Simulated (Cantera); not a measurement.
# Thermodynamics of aluminium nitride and oxide growth, feed AlBr3 + N2 + H2

Input: 1 mol AlBr3, 29 mol N2, 8.4 mol H2, held at 13.3 mbar.

Method: chemical equilibrium by Gibbs-energy minimisation in Cantera with the NASA 1993 tables (ideal gas, pure condensed phases). Candidate condensed phases: Al, AlBr3, AlN, Br2; 19 gas species. Kinetics and transport are ignored.

```tsv
T (°C)	x N2	x H2	x HBr	x AlBr	x Br	x AlBr3	n AlN(s)
802	0.747	0.194	0.0492	2.62e-8	1.34e-5	0.00962	0.631
952	0.747	0.196	0.0464	3.61e-6	0.000101	0.0105	0.595
1102	0.748	0.197	0.0441	0.000166	0.000496	0.0111	0.566
1252	0.746	0.197	0.0410	0.00342	0.00173	0.0105	0.461
1402	0.738	0.195	0.0368	0.0207	0.00465	0.00472	0
1552	0.732	0.193	0.0371	0.0244	0.0118	0.000779	0
1702	0.727	0.193	0.0296	0.0248	0.0205	9.27e-5	0
```
x: gas mole fraction; n: condensed amount in mol.

From 802 °C to 1252 °C the condensed part is AlN(s). From 1402 °C to 1702 °C nothing is condensed. The main Al-bearing gas is AlBr3 at 802 °C and AlBr at 1702 °C.
